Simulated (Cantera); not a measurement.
## Premixed flame

A freely propagating, adiabatic, planar premixed flame of 5.38 % C₃H₈, 19.2 % O₂, 72.1 % N₂, 3.34 % H₂O, equivalence ratio 1.4, unburnt at 300 K and 120 Torr; mixture-averaged transport, grid criteria slope 0.08 and curve 0.16, no radiation.

Detailed kinetics in Cantera: GRI-Mech 3.0 (53 species, 325 reactions). GRI-Mech 3.0 was tuned for natural gas; its chemistry of propane as a main component is partial and can be far from experiment. Burning velocities carry a grid error of a few per cent, more on coarse grids.

| z (mm) | T (K) | u (m/s) | x C₃H₈ | x O₂ | x O | x HCN | x H | x CH₂ |
|---|---|---|---|---|---|---|---|---|
| -6.33 | 300 | 0.434 | 0.0537 | 0.192 | <1e-8 | <1e-8 | <1e-8 | <1e-8 |
| -4.22 | 301 | 0.437 | 0.0535 | 0.191 | <1e-8 | <1e-8 | <1e-8 | <1e-8 |
| -3.16 | 309 | 0.451 | 0.0532 | 0.189 | <1e-8 | <1e-8 | <1e-8 | <1e-8 |
| -2.11 | 389 | 0.578 | 0.0519 | 0.181 | <1e-8 | 2.30e-7 | 1.02e-7 | <1e-8 |
| -1.05 | 856 | 1.33 | 0.0363 | 0.135 | 1.42e-6 | 3.04e-6 | 7.11e-5 | 1.40e-7 |
| -0.527 | 1255 | 2.03 | 0.0123 | 0.0893 | 4.26e-5 | 7.10e-6 | 0.000752 | 8.61e-6 |
| 0 | 1605 | 2.66 | 0.000443 | 0.0439 | 0.000310 | 1.37e-5 | 0.00389 | 6.20e-5 |
| 0.527 | 1786 | 2.98 | 8.57e-7 | 0.0175 | 0.000606 | 1.93e-5 | 0.00787 | 5.57e-5 |
| 1.05 | 1849 | 3.08 | <1e-8 | 0.00662 | 0.000663 | 1.90e-5 | 0.0104 | 1.75e-5 |
| 2.11 | 1877 | 3.11 | <1e-8 | 0.00142 | 0.000567 | 1.24e-5 | 0.0120 | 9.56e-7 |
| 4.22 | 1888 | 3.12 | <1e-8 | 0.000659 | 0.000484 | 4.59e-6 | 0.0118 | <1e-8 |
| 8.43 | 1898 | 3.13 | <1e-8 | 0.000544 | 0.000414 | 8.41e-7 | 0.0110 | <1e-8 |
| 16.9 | 1912 | 3.15 | <1e-8 | 0.000423 | 0.000321 | 7.89e-8 | 0.00954 | <1e-8 |
x: mole fraction of selected species; z is measured from the peak of heat release.

```json
{
 "laminar_burning_velocity": "43.3 cm/s",
 "thermal_thickness": "2.11 mm",
 "peak x(O)": "0.000666",
 "peak x(HCN)": "1.98e-5",
 "peak x(H)": "0.0121",
 "peak x(CH₂)": "7.17e-5"
}
```
